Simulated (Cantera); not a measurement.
Feed: 1 mol SiHCl3, 0.32 mol HCl, 66 mol N2, equilibrated at 17.0 mbar.

Cantera equilibrium calculation (NASA polynomials, part measured and part estimated; ideal gas, pure solids and liquids). Candidate condensed phases: NH4Cl, Si, Si3N4; 28 gas species. N2 is the only nitrogen source here; it is nearly inert below about 1500 K, so the nitride shown seldom forms there in practice. Rates play no part.

Task: Which condensed phases are stable at each of these points (T (°C)): 802, 877, 952, 1027, 1102, 1177, 1252, 1327, 1402, 1477?

Result: 
```csv
T (°C),condensed phases,Si condensed (%)
802,Si3N4(s),46.9
877,Si3N4(s),46.8
952,Si3N4(s),45.8
1027,Si3N4(s),41.7
1102,Si3N4(s),30.9
1177,Si3N4(s),12.7
1252,gas only,0.0
1327,gas only,0.0
1402,gas only,0.0
1477,gas only,0.0
```

From 802 °C to 1177 °C the condensed part is Si3N4(s). From 1252 °C to 1477 °C nothing is condensed.
